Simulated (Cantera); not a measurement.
## Ignition delay

Mixture: 15.7 % CH4, 0.487 % CO, 17.6 % O2, 66.2 % N2, equivalence ratio 1.8, at 1.30 bar, adiabatic and at constant pressure. Ignition delay is the time to a rise of 400 K.

Cantera simulation using GRI-Mech 3.0 (53 species, 325 reactions); the numbers are that mechanism's predictions, not measurements.

```json
[
 {"T0 (K)": "1100", "delay (ms)": "238"},
 {"T0 (K)": "1175", "delay (ms)": "75.7"},
 {"T0 (K)": "1250", "delay (ms)": "26.3"},
 {"T0 (K)": "1325", "delay (ms)": "9.80"},
 {"T0 (K)": "1400", "delay (ms)": "3.90"}
]
```

```
Quantity                                                 Value
--------------------------------------------------  ----------
apparent activation energy between 1250 and 1400 K  190 kJ/mol
```
